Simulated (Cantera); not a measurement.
A Cantera script and its output.

```python
import numpy as np
import cantera as ct

gas = ct.Solution("gri30.yaml")
gas.TPX = 325, 1000000, {'CH4': 1, 'C2H6': 1.4, 'C3H8': 0.67, 'O2': 9.32, 'N2': 35}
flame = ct.FreeFlame(gas, width=0.008)
flame.set_refine_criteria(ratio=3, slope=0.08, curve=0.16)
flame.transport_model = "mixture-averaged"
flame.solve(loglevel=0, auto=True)
flame.transport_model = "multicomponent"
flame.soret_enabled = False
flame.solve(loglevel=0, refine_grid=True)
z, T = flame.grid, flame.T
thick = (T[-1] - T[0]) / np.gradient(T, z).max()
show = ['CH4', 'C2H6', 'C3H8', 'HCO', 'C2H2', 'C2H']
print(f"laminar burning velocity  {flame.velocity[0] * 100:.3f} cm/s")
print(f"burnt temperature         {T[-1]:.1f} K")
print(f"thermal thickness         {thick * 1e3:.4f} mm")
print(f"grid points               {len(z)}")
z0 = z[flame.heat_release_rate.argmax()]
print(f"{'z/mm':>9s}{'T/K':>9s}{'u/(m/s)':>9s}" + "".join(f"{s:>11s}" for s in show))
rows = []
for k in (-3, -2, -1.5, -1, -0.5, -0.25, 0, 0.25, 0.5, 1, 2, 4, 8):
    zz = z0 + k * thick
    rows.append([k * thick, np.interp(zz, z, T), np.interp(zz, z, flame.velocity),
                 *(np.interp(zz, z, flame.X[gas.species_index(s)]) for s in show)])
    print(f"{rows[-1][0] * 1e3:9.3f}{rows[-1][1]:9.1f}{rows[-1][2]:9.3f}" + "".join(f"{x:11.3e}" for x in rows[-1][3:]))
```

It prints:

```
laminar burning velocity  25.237 cm/s
burnt temperature         2285.6 K
thermal thickness         0.0644 mm
grid points               139
     z/mm      T/K  u/(m/s)        CH4       C2H6       C3H8        HCO       C2H2        C2H
   -0.193    325.2    0.253  2.108e-02  2.952e-02  1.413e-02  2.437e-19  1.706e-08  7.573e-21
   -0.129    328.4    0.256  2.101e-02  2.947e-02  1.411e-02  5.007e-19  5.997e-07 -1.971e-19
   -0.097    342.1    0.267  2.082e-02  2.935e-02  1.407e-02  1.007e-15  3.939e-06  1.014e-18
   -0.064    447.8    0.352  1.967e-02  2.836e-02  1.382e-02  7.809e-13  4.428e-05 -4.412e-17
   -0.032    978.3    0.790  1.430e-02  1.894e-02  9.870e-03  6.689e-08  4.068e-04  1.147e-11
   -0.016   1439.1    1.185  9.317e-03  7.294e-03  3.402e-03  6.020e-06  8.946e-04  1.755e-08
    0.000   1865.1    1.552  3.005e-03  2.738e-04  4.316e-05  2.022e-05  1.234e-03  1.256e-06
    0.016   2055.9    1.704  2.419e-04  3.644e-07  2.734e-09  5.231e-06  1.877e-04  8.103e-07
    0.032   2127.2    1.754  1.096e-05  5.334e-10  4.739e-14  5.612e-07  8.206e-06  4.845e-08
    0.064   2193.4    1.800  4.948e-08  1.822e-14  4.483e-16  1.519e-07  3.757e-08  2.125e-10
    0.129   2242.6    1.835  2.224e-11  3.968e-17  2.667e-17  7.796e-08  2.804e-11  1.155e-13
    0.258   2270.1    1.855  9.834e-14 -7.419e-18 -5.484e-18  4.049e-08  1.975e-14  5.065e-17
    0.515   2281.7    1.863  1.246e-13  7.844e-20  5.391e-20  2.399e-08  5.022e-17  6.853e-20
```

Computed with Cantera and GRI-Mech 3.0 (53 species, 325 reactions). GRI-Mech 3.0 was tuned for natural gas; its chemistry of propane as a main component is partial and can be far from experiment. Burning velocities carry a grid error of a few per cent, more on coarse grids.
